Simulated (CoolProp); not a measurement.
Vapour-liquid equilibrium of benzene (1) + m-xylene (2) at 493.5 K; x and y are mole fractions of (1).

Model: multi-fluid Helmholtz-energy mixture model, Thol 2012 and Zhou 2012; pair parameters Bell 2016, in CoolProp.

```csv
x,"bubble pressure, mixture model (bar)","bubble pressure, Raoult's law (bar)","y, mixture model","y, Raoult's law"
0.05,6.596,6.675,0.122,0.147
0.15,7.815,8.044,0.314,0.367
0.25,9.050,9.414,0.459,0.523
0.35,10.31,10.78,0.574,0.639
0.45,11.61,12.15,0.668,0.729
0.55,12.95,13.52,0.748,0.801
0.65,14.34,14.89,0.816,0.859
0.75,15.78,16.26,0.876,0.908
0.85,17.29,17.63,0.929,0.949
0.95,18.87,19.00,0.977,0.984
```

The largest gap from Raoult's law is -4.4 % in bubble pressure, at x = 0.45. No azeotrope shows between x = 0.05 and 0.95.

The pair parameters rest on a limited set of measurements; away from them the model extrapolates.
